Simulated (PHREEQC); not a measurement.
Make-up at 20 °C: 0.0012 mol NaHCO3 and 0.022 mol NaF per kg of water. Closed to the air; pH follows from the charge balance.

All values are PHREEQC results (ion-association model, wateq4f.dat), not measurements.

| quantity | before | after |
|---|---|---|
| pH | 8.20 | 8.32 |
| ionic strength (mol/kgw) | 0.0230 | 0.00121 |
| CO2 (mol/kgw) | 1.52e-5 | 1.31e-5 |
| CO3-2 (mol/kgw) | 1.18e-5 | 1.15e-5 |
| NaHCO3 (mol/kgw) | 1.12e-5 | 7.33e-7 |
| NaCO3- (mol/kgw) | 2.24e-6 | 1.70e-7 |
| SI of Nahcolite (NaHCO3) | -4.10 | -5.29 |
| SI of Natron (Na2CO3:10H2O) | -7.07 | -9.37 |

Q: Name the change that produced these shifts.
(A) temperature from 20 to 50 °C
(B) temperature from 20 to 55 °C
(C) temperature from 20 to 45 °C
(D) temperature from 20 to 25 °C
(E) NaF left out

A: E, NaF left out

No solid was allowed to form.
